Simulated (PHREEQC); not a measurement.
Acid mine or pickling water: speciation

Model water analysis in mg/kgw, 25 °C, pH 2.13, pe 9.8:

| constituent | mg/kgw |
|---|---|
| Na | 678 |
| K | 2.33 |
| Ca | 466 |
| Mg | 268 |
| Cl | 344 |
| S(6) as SO4 | 3750 |
| Cu(2) | 2.33 |
| N(5) as NO3 | 132 |
| Fe(3) | 1.6 |
| Zn | 35.4 |

Valence states are taken as typed.

The numbers come from PHREEQC with the ion-association model, phreeqc.dat.

```json
{
 "ionic_strength": "0.0998 mol/kgw",
 "specific_conductance": "8360 µS/cm",
 "density": "1.002 g/cm³",
 "total_alkalinity": "-16.6 meq/kg",
 "charge_balance_error": "2.1 %"
}
```

| species | molality | activity | log γ |
|---|---|---|---|
| Na+ | 0.0284 | 0.0223 | -0.105 |
| SO4-2 | 0.0213 | 0.00795 | -0.428 |
| Cl- | 0.00970 | 0.00744 | -0.115 |
| H+ | 0.00898 | 0.00741 | -0.083 |
| Ca+2 | 0.00738 | 0.00289 | -0.408 |
| HSO4- | 0.00733 | 0.00573 | -0.107 |
| Mg+2 | 0.00633 | 0.00258 | -0.390 |
| MgSO4 | 0.00469 | 0.00480 | 0.010 |
| CaSO4 | 0.00399 | 0.00408 | 0.010 |
| NO3- | 0.00213 | 0.00160 | -0.123 |
| NaSO4- | 0.00113 | 0.000888 | -0.103 |
| Zn+2 | 0.000298 | 0.000112 | -0.424 |
| CaHSO4+ | 0.000255 | 0.000199 | -0.107 |

No solid was allowed to form. The solution is supersaturated, for example in Hematite (slow to form), Goethite (slow to form), so a real one may precipitate; this is no full list.
